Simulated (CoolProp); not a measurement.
Model: reference Helmholtz-energy equation of state, Span 1996, in CoolProp.

### Question
Give the vapour pressure (bar), liquid cp (kJ/(kg K)), vapour Z of saturated carbon dioxide at -24.45, -17.95, -4.95 °C.

### Answer
```tsv
T (°C)	p (bar)	liquid cp (kJ/(kg K))	vapour Z
-24.45	17.1	2.12	0.816
-17.95	21.0	2.19	0.787
-4.95	30.5	2.41	0.721
```
